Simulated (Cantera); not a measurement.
Input (Python, Cantera) and output of one run.

```python
import numpy as np
import cantera as ct

gas_names = """
    B2O3 N O
""".split()
cond_names = """
    BN(s)
""".split()


# ... load() reads the species with a 1 bar reference pressure and builds the phases ...
species = {s.name: s for s in load("nasa_gas.yaml", gas_names) + load("nasa_condensed.yaml", cond_names)}
# Each term lists the table entries of one substance; the one whose range holds T is used.
reactions = {
    'B2O3(g) + 2 N(g) = 2 BN + 3 O(g)':
        [(-1, ['B2O3']), (-2, ['N']), (2, ['BN(s)']), (3, ['O'])],
}


def pick(names, T):
    return next(species[n] for n in names if species[n].thermo.min_temp <= T <= species[n].thermo.max_temp)


results = []
for label, terms in reactions.items():
    print(label)
    print("     T/K   dH/kJ  dS/(J/K)   dG/kJ   log10 K")
    for T in [2448, 2498, 2548, 2598, 2648, 2698, 2748]:
        used = [(nu, pick(names, T)) for nu, names in terms]
        dH = sum(nu * s.thermo.h(T) for nu, s in used) / 1e6
        dS = sum(nu * s.thermo.s(T) for nu, s in used) / 1e3
        dG = dH - T * dS / 1e3
        logK = -dG * 1e6 / (ct.gas_constant * T * np.log(10))
        results.append((label, T, dH, dS, dG, logK, [s.name for _, s in used]))
        print(f"{T:8g} {dH:8.1f} {dS:8.1f} {dG:8.1f} {logK:8.2f}")
```

It prints:

```
B2O3(g) + 2 N(g) = 2 BN + 3 O(g)
     T/K   dH/kJ  dS/(J/K)   dG/kJ   log10 K
    2448    163.9    -57.1    303.7    -6.48
    2498    164.6    -56.8    306.5    -6.41
    2548    165.3    -56.5    309.3    -6.34
    2598    166.0    -56.2    312.2    -6.28
    2648    166.7    -56.0    315.0    -6.21
    2698    167.4    -55.7    317.7    -6.15
    2748    168.1    -55.5    320.5    -6.09
```

Standard-state values (1 bar) from the NASA 1993 polynomials, evaluated with Cantera. Condensed species are held in their standard states even where they would react or evaporate.
